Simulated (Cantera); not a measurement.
## Gas-phase reforming

An isothermal, constant-pressure homogeneous reactor starts with CH4 : CO2 : H2 = 1 : 1.3 : 0.32 (molar parts), at 1423 K and 0.790 atm.

Detailed kinetics in Cantera: GRI-Mech 3.0 (53 species, 325 reactions).

| t (s) | x CH4 | x CO2 | x H2 | x H2O | x CO | x HCO |
|---|---|---|---|---|---|---|
| 4.00e-5 | 0.382 | 0.496 | 0.122 | 6.15e-8 | 6.18e-8 | <1e-12 |
| 0.000124 | 0.382 | 0.496 | 0.122 | 4.90e-7 | 4.91e-7 | <1e-12 |
| 0.000383 | 0.382 | 0.496 | 0.122 | 4.16e-6 | 4.17e-6 | <1e-12 |
| 0.00119 | 0.382 | 0.496 | 0.122 | 2.78e-5 | 2.79e-5 | 2.31e-12 |
| 0.00367 | 0.381 | 0.496 | 0.122 | 0.000124 | 0.000124 | 1.34e-11 |
| 0.0114 | 0.381 | 0.496 | 0.122 | 0.000495 | 0.000498 | 4.59e-11 |
| 0.0352 | 0.379 | 0.494 | 0.122 | 0.00189 | 0.00191 | 7.51e-11 |
| 0.109 | 0.372 | 0.487 | 0.124 | 0.00646 | 0.00652 | 8.53e-11 |
| 0.337 | 0.350 | 0.465 | 0.131 | 0.0206 | 0.0208 | 1.12e-10 |
| 1.04 | 0.294 | 0.403 | 0.144 | 0.0630 | 0.0638 | 2.15e-10 |
| 3.23 | 0.183 | 0.264 | 0.158 | 0.159 | 0.165 | 5.67e-10 |
| 10.0 | 0.0765 | 0.141 | 0.201 | 0.221 | 0.263 | 1.41e-9 |
x: mole fraction; the columns are a selection and need not sum to one.

Equilibrium at this temperature and pressure: CH4 7.56e-6, CO2 0.0205, H2 0.458, H2O 0.0445, CO 0.477, HCO 4.30e-9 (gas phase only).
